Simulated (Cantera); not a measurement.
Cantera run:

```python
import numpy as np
import cantera as ct

gas_names = """
    CL CLO CL2 Fe FeCL FeCL2 FeCL3 FeO Fe2CL4 Fe2CL6 N NO NO2 NO3 N2 N2O O O2 O3
""".split()
cond_names = """
    Fe(a) Fe(c) Fe(d) Fe(L) FeCL2(s) FeCL2(L) FeCL3(s) FeCL3(L) FeO(s) FeO(L) Fe2O3(s) Fe3O4(s)
""".split()


# ... load() reads the species with a 1 bar reference pressure and builds the phases ...
atoms = {
    'Fe3O4': {'Fe': 3, 'O': 4},
    'Cl2': {'CL': 2},
    'N2': {'N': 2},
}
top_T = {'Fe2O3(s)': 1830, 'Fe3O4(s)': 1870}  # K; cautious upper limits of use, not melting points


# ... equilibrate(T, P, feed) seeds the gas with the atoms and calls Mixture.equilibrate('TP', solver="vcs", rtol=1e-11, max_steps=5000) ...
results = []
feed = {'Fe3O4': 1, 'Cl2': 0.99, 'N2': 0.059}  # mol
P = 1333.22  # Pa
for T in [998, 1073, 1148, 1223, 1298, 1373, 1448, 1523, 1598, 1673]:
    mix = equilibrate(T, P, feed)
    results.append((T, P, feed, dict(zip(mix.species_names, mix.species_moles))))

top = {s: max(r[3][s] / sum(r[3][g] for g in gas_names) for r in results) for s in gas_names}
cols = sorted((s for s in top if top[s] > 1e-05), key=lambda s: -top[s])[:5]
seen = [c for c in cond_names if any(r[3].get(c, 0) > 1e-12 for r in results)]
print("log10 of partial pressures in bar; condensed amounts in mol")
print(f"{'T/K':>10s}" + "".join(f"{s[:9]:>10s}" for s in cols + seen))
for T, P, feed, n in results:
    ng = sum(n[g] for g in gas_names)
    print(f"{T:10.4g}" + "".join(f"{np.log10(max(n[s] / ng * P / 1e5, 1e-99)):10.3f}" for s in cols)
          + "".join(f"{n.get(c, 0):10.4g}" for c in seen))
```

It prints:

```
log10 of partial pressures in bar; condensed amounts in mol
       T/K       CL2     FeCL2     FeCL3        O2        CL  Fe2O3(s)  Fe3O4(s)
       998    -2.132    -3.715    -2.322    -4.456    -4.490     1.332         0
      1073    -2.150    -3.316    -2.335    -3.769    -4.043     1.326         0
      1148    -2.205    -2.961    -2.359    -3.242    -3.674     1.306         0
      1223    -2.326    -2.648    -2.413    -2.883    -3.386     1.267         0
      1298    -2.529    -2.403    -2.542    -2.657    -3.179     1.207         0
      1373    -2.822    -2.246    -2.773    -2.529    -3.050     1.141         0
      1448    -3.182    -2.164    -3.089    -2.467    -2.982      1.09         0
      1523    -3.523    -2.187    -3.478    -2.342    -2.929         0    0.7142
      1598    -3.841    -2.174    -3.801    -2.341    -2.885         0    0.7074
      1673    -4.138    -2.171    -4.108    -2.342    -2.848         0    0.7054
```

Equilibrium computed with Cantera from the NASA thermochemical tables; the gas is ideal and each condensed phase is pure.
